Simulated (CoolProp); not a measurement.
Model: reference Helmholtz-energy equation of state, Lemmon 2006, in CoolProp. It is a short technical equation, of lower accuracy than the large ones.

Give the vapour pressure (kPa), liquid density (kg/m³), enthalpy of vaporisation (kJ/kg) of saturated CH3F (R41) at 205.4, 243.6, 304.7 K.


```json
[
 {"T (K)": "205.4", "p (kPa)": "176", "liquid density (kg/m³)": "859", "enthalpy of vaporisation (kJ/kg)": "472"},
 {"T (K)": "243.6", "p (kPa)": "833", "liquid density (kg/m³)": "767", "enthalpy of vaporisation (kJ/kg)": "406"},
 {"T (K)": "304.7", "p (kPa)": "4450", "liquid density (kg/m³)": "535", "enthalpy of vaporisation (kJ/kg)": "200"}
]
```
